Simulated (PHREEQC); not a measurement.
A column of 0.1 m (40 cells, dispersivity 0.008 m, 300 s a shift, diffusion coefficient 3e-10 m²/s) holds 0.034 eq of the database's cation exchanger X per kg of pore water, first in equilibrium with 0.00064 mol/kgw BaCl2, 0.0039 mol/kgw NaCl and 1e-05 mol/kgw HCl. It is flushed with 3.7 mmol/kgw MgCl2, 3.5 mmol/kgw CaCl2, 1.1 mmol/kgw PbCl2 and 0.01 mmol/kgw HCl, at 40 °C. Values are for the last cell. The system is closed to CO2. Nothing may precipitate in this run.

Base run: PHREEQC, ion-association model, phreeqc.dat. Each further column changes one thing. The table gives Na in solution (mol/kgw).

```tsv
pore volumes	base	exchange capacity from 0.034 to 0.017 eq/kgw	dispersivity from 0.008 to 0.016 m
0	0.00390	0.00390	0.00390
0.9125	0.00396	0.00297	0.00326
2.038	0.000258	0.000149	0.000463
2.938	1.94e-5	9.20e-6	8.70e-5
4.062	7.19e-7	2.64e-7	1.08e-5
4.963	5.09e-8	___	___
6.088	1.86e-9	4.28e-10	2.53e-7
6.987	1.31e-10	___	___
```

What belongs in the gaps?


- 4.963, exchange capacity from 0.034 to 0.017 eq/kgw: 1.52e-8
- 4.963, dispersivity from 0.008 to 0.016 m: 2.03e-6
- 6.987, exchange capacity from 0.034 to 0.017 eq/kgw: 2.46e-11
- 6.987, dispersivity from 0.008 to 0.016 m: 4.79e-8

Away from 25 °C the constants follow the database's enthalpies or fits; those with neither stay at their 25 °C values.
